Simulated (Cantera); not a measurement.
A perfectly stirred reactor is fed with NO : N₂ = 1 : 6.3 (molar parts), at 113 Torr; it is held at 2125 K, and followed from long to short residence time.

Cantera simulation using GRI-Mech 3.0 (53 species, 325 reactions); the numbers are that mechanism's predictions, not measurements.

**Question.** What does this change do: 0.072 parts H2O added?

**Answer.** 
```tsv
quantity	before	after
x(NO) at τ = 23.0 s	0.0136	0.0130
x(N₂O) at τ = 23.0 s	2.05e-7	1.89e-7
x(NO₂) at τ = 23.0 s	4.02e-6	3.81e-6
x(O₂) at τ = 23.0 s	0.0611	0.0605
x(N₂) at τ = 23.0 s	0.924	0.915
x(NO) at τ = 79.0 ms	0.134	0.130
x(N₂O) at τ = 79.0 ms	8.43e-6	4.80e-6
x(NO₂) at τ = 79.0 ms	9.20e-6	8.45e-6
x(O₂) at τ = 79.0 ms	0.00156	0.00282
x(N₂) at τ = 79.0 ms	0.865	0.857
```

**Question.** What does this change do: 0.027 parts H2O added?

**Answer.** 
```
quantity                before    after
---------------------  -------  -------
x(NO) at τ = 23.0 s     0.0136   0.0132
x(N₂O) at τ = 23.0 s   2.05e-7  1.95e-7
x(NO₂) at τ = 23.0 s   4.02e-6  3.90e-6
x(O₂) at τ = 23.0 s     0.0611   0.0609
x(N₂) at τ = 23.0 s      0.924    0.921
x(NO) at τ = 79.0 ms     0.134    0.132
x(N₂O) at τ = 79.0 ms  8.43e-6  5.65e-6
x(NO₂) at τ = 79.0 ms  9.20e-6  7.62e-6
x(O₂) at τ = 79.0 ms   0.00156  0.00229
x(N₂) at τ = 79.0 ms     0.865    0.862
```
